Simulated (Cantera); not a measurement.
## Diamond growth

A diamond (100) surface in a fixed gas of H2 with x(CH4) = 0.02, x(H) = 0.00057, at 1125 K, 15.0 Torr; coverages are run to steady state.

Detailed kinetics in Cantera: the Harris–Goodwin 1993 mechanism for the reconstructed diamond (100) surface.

| x(CH3) | growth (µm/h) | θ c6HH | θ c6H* | θ c6*H | θ c6** | θ c6HM |
|---|---|---|---|---|---|---|
| 1e-06 | 0.00158 | 0.516 | 0.0294 | 0.439 | 0.0153 | 3.51e-5 |
| 2.1e-06 | 0.00332 | 0.516 | 0.0293 | 0.439 | 0.0153 | 7.37e-5 |
| 4.4e-06 | 0.00696 | 0.516 | 0.0293 | 0.439 | 0.0153 | 0.000154 |
| 9.3e-06 | 0.0147 | 0.516 | 0.0293 | 0.439 | 0.0152 | 0.000326 |
| 1.9e-05 | 0.0299 | 0.515 | 0.0293 | 0.439 | 0.0152 | 0.000665 |
| 4.1e-05 | 0.0643 | 0.515 | 0.0293 | 0.438 | 0.0151 | 0.00143 |
| 8.6e-05 | 0.133 | 0.513 | 0.0292 | 0.437 | 0.0148 | 0.00298 |
| 0.00018 | 0.273 | 0.511 | 0.0290 | 0.435 | 0.0143 | 0.00615 |
| 0.00038 | 0.551 | 0.505 | 0.0287 | 0.429 | 0.0133 | 0.0126 |
θ: site fractions in the mechanism's names (c6HH fully hydrogenated, c6H* and c6*H radical sites, c6** diradical, c6HM methylated).
